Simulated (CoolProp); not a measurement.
Computed with CoolProp (reference Helmholtz-energy equation of state, Gao 2016).

Question: For sulfur dioxide, give the phase and the cv (kJ/(kg K)), Joule-Thomson coefficient (K/MPa), isothermal compressibility (1/MPa), expansivity (1/kK) at 344.9 K and 607 kPa; 344.9 K and 910 kPa; 344.9 K and 2120 kPa.

Answer: 
- 344.9 K and 607 kPa: gas; cv 0.563, Joule-Thomson coefficient 23.7, isothermal compressibility 1.76, expansivity 3.64
- 344.9 K and 910 kPa: gas; cv 0.588, Joule-Thomson coefficient 23.7, isothermal compressibility 1.23, expansivity 4.14
- 344.9 K and 2120 kPa: liquid; cv 0.805, Joule-Thomson coefficient 0.00331, isothermal compressibility 0.00341, expansivity 2.92
